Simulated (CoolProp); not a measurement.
Propylene glycol along the isotherm 291.15 °C: fugacity coefficient from the reference equation and from simpler models built on Tc = 400.8 °C, pc = 7.292 MPa, ω = 0.327; each cubic takes its own stable root.

The numbers come from the reference Helmholtz-energy equation of state, Eisenbach 2021 in CoolProp.

```json
[
 {"p (MPa)": "0.28", "phase": "gas", "reference": "0.9749"},
 {"p (MPa)": "0.561", "phase": "gas", "reference": "0.9496"},
 {"p (MPa)": "0.841", "phase": "gas", "reference": "0.9244"},
 {"p (MPa)": "1.12", "phase": "gas", "reference": "0.8991"},
 {"p (MPa)": "1.4", "phase": "liquid", "reference": "0.7834"},
 {"p (MPa)": "1.68", "phase": "liquid", "reference": "0.6567"},
 {"p (MPa)": "1.96", "phase": "liquid", "reference": "0.5662"},
 {"p (MPa)": "2.24", "phase": "liquid", "reference": "0.4984"},
 {"p (MPa)": "2.52", "phase": "liquid", "reference": "0.4456"},
 {"p (MPa)": "2.8", "phase": "liquid", "reference": "0.4034"},
 {"p (MPa)": "3.08", "phase": "liquid", "reference": "0.3689"},
 {"p (MPa)": "3.37", "phase": "liquid", "reference": "0.3392"},
 {"p (MPa)": "3.65", "phase": "liquid", "reference": "0.3151"}
]
```

Problem. How far does each simpler model (van der Waals, Redlich-Kwong, Soave-Redlich-Kwong) lie from the reference over these 13 states: mean and median of the absolute difference, and the worst?

Solution. 
- van der Waals: mean 59.3 %, median 55.2 %, worst +136.2 % at 291.15 °C and 3.65 MPa
- Redlich-Kwong: mean 43.0 %, median 50.2 %, worst +78.6 % at 291.15 °C and 3.65 MPa
- Soave-Redlich-Kwong: mean 26.2 %, median 42.0 %, worst +42.3 % at 291.15 °C and 3.65 MPa

At some of these states van der Waals, Redlich-Kwong, Soave-Redlich-Kwong gives the other phase, because its saturation line lies elsewhere.
